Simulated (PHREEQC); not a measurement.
Dissolve 4.9 mol/kgw HCl and 3.4 mol/kgw LiCl at 25 °C. Closed to the air; pH follows from the charge balance.

Model: Pitzer model, pitzer.dat, run in PHREEQC.

No solid was allowed to form.

### Question
What pH does the model give?

### Answer
pH -2.55.

In brines, pH and single-ion activities rest on the MacInnes convention.
